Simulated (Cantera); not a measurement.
Mixture: CH₄ : O₂ : N₂ = 1 : 1.18 : 4.42 (molar parts), at 500000 Pa, adiabatic and at constant pressure. Ignition delay is the time to a rise of 400 K.

Model: GRI-Mech 3.0 (53 species, 325 reactions), integrated in Cantera.

Question: Predict: delay at 1200 K; delay at 1300 K; delay at 1400 K; delay at 1500 K; delay at 1600 K; apparent activation energy between 1550 and 1650 K.

Answer: 
| Quantity | Value |
|---|---|
| delay at 1200 K | 13.3 ms |
| delay at 1300 K | 3.84 ms |
| delay at 1400 K | 1.23 ms |
| delay at 1500 K | 0.427 ms |
| delay at 1600 K | 0.161 ms |
| apparent activation energy between 1550 and 1650 K | 200 kJ/mol |
